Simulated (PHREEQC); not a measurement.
## Leach liquor: an equilibrium model

A solution holds 0.12 mol H2SO4, 0.23 mol LiCl and 0.08 mol MgSO4 per kg of water, at 30 °C. Closed to the air; pH follows from the charge balance.

Equilibrium calculation in PHREEQC: ion-association model, wateq4f.dat.

This is a speciation only: nothing precipitates in the calculation.

Q: Predict the pH, activity of water, ionic strength.

A: pH 1.05; activity of water 0.986; ionic strength 0.536 mol/kgw.

Q: In which forms is S present?

A: HSO4- 61 %, SO4-2 21 %, MgSO4 14 %, LiSO4- 4.1 % of the S.
